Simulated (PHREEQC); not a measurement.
Dissolve 2.4 mol LiCl, 0.039 mol K2SO4 and 0.26 mol MgCl2 per kg of water at 25 °C and 300 atm. Closed to the air; pH follows from the charge balance.

The numbers come from PHREEQC with the Pitzer model, pitzer.dat.

* **ionic strength**: 3.30 mol/kgw
* **activity of water**: 0.878
* **density**: 1.083 g/cm³
* **osmotic coefficient**: 1.269

```json
[
 {"species": "Cl-", "molality": "2.92", "activity": "1.68", "log γ": "-0.241"},
 {"species": "Li+", "molality": "2.40", "activity": "5.31", "log γ": "0.345"},
 {"species": "Mg+2", "molality": "0.260", "activity": "0.333", "log γ": "0.108"},
 {"species": "K+", "molality": "0.0780", "activity": "0.0831", "log γ": "0.028"},
 {"species": "SO4-2", "molality": "0.0390", "activity": "0.000635", "log γ": "-1.788"},
 {"species": "MgOH+", "molality": "4.00e-7", "activity": "5.70e-7", "log γ": "0.153"},
 {"species": "H+", "molality": "3.13e-7", "activity": "8.07e-7", "log γ": "0.412"},
 {"species": "HSO4-", "molality": "1.78e-7", "activity": "4.08e-8", "log γ": "-0.640"},
 {"species": "OH-", "molality": "9.04e-8", "activity": "1.34e-8", "log γ": "-0.831"}
]
```

Precipitation was switched off in this run. Complexes and solids missing from the database can't appear. Under pressure, the constants of complexes without a molar volume in the database are unreliable.
